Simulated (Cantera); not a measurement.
An isothermal, constant-pressure homogeneous reactor starts with H2 : O2 = 0.21 : 1 (molar parts), equivalence ratio 0.10, at 1125 K and 0.0133 bar.

Computed with Cantera and the H2/O2 subset of GRI-Mech 3.0, which has no nitrogen chemistry. Radical loss at walls, strong at low pressure, is not modelled. The temperature is held fixed by assumption; the heat of reaction is taken as removed at once.

x: mole fraction; the columns are a selection and need not sum to one.

```json
[
 {"t (s)": "3.00e-6", "x H2": "0.174", "x O2": "0.826", "x O": "1.75e-12", "x H": "8.52e-11", "x HO2": "8.69e-11", "x H2O2": "<1e-12", "x H2O": "<1e-12"},
 {"t (s)": "1.98e-5", "x H2": "0.174", "x O2": "0.826", "x O": "6.80e-11", "x H": "5.23e-10", "x HO2": "5.73e-10", "x H2O2": "<1e-12", "x H2O": "1.91e-11"},
 {"t (s)": "0.000130", "x H2": "0.174", "x O2": "0.826", "x O": "2.37e-9", "x H": "4.47e-9", "x HO2": "3.78e-9", "x H2O2": "1.72e-12", "x H2O": "3.08e-9"},
 {"t (s)": "0.000857", "x H2": "0.174", "x O2": "0.826", "x O": "5.58e-6", "x H": "8.17e-6", "x HO2": "7.85e-8", "x H2O2": "1.11e-10", "x H2O": "1.38e-5"},
 {"t (s)": "0.00565", "x H2": "0.00576", "x O2": "0.752", "x O": "0.0464", "x H": "0.0383", "x HO2": "1.01e-5", "x H2O2": "[?]", "x H2O": "0.151"},
 {"t (s)": "0.0372", "x H2": "0.000554", "x O2": "0.805", "x O": "0.00397", "x H": "0.000932", "x HO2": "6.76e-6", "x H2O2": "[?]", "x H2O": "0.187"},
 {"t (s)": "0.245", "x H2": "1.11e-5", "x O2": "0.810", "x O": "8.28e-5", "x H": "2.78e-6", "x HO2": "5.79e-7", "x H2O2": "[?]", "x H2O": "0.190"},
 {"t (s)": "1.61", "x H2": "6.04e-7", "x O2": "0.810", "x O": "4.77e-6", "x H": "3.86e-8", "x HO2": "4.42e-8", "x H2O2": "[?]", "x H2O": "0.190"},
 {"t (s)": "10.6", "x H2": "6.15e-8", "x O2": "0.810", "x O": "5.00e-7", "x H": "1.31e-9", "x HO2": "6.81e-9", "x H2O2": "[?]", "x H2O": "0.190"},
 {"t (s)": "70.0", "x H2": "8.86e-9", "x O2": "0.810", "x O": "7.27e-8", "x H": "7.26e-11", "x HO2": "5.56e-9", "x H2O2": "4.23e-10", "x H2O": "0.190"}
]
```

Q: Complete the blanks.

A: 
- 0.00565, x H2O2: 2.78e-7
- 0.0372, x H2O2: 3.57e-7
- 0.245, x H2O2: 8.63e-8
- 1.61, x H2O2: 1.44e-8
- 10.6, x H2O2: 2.36e-9
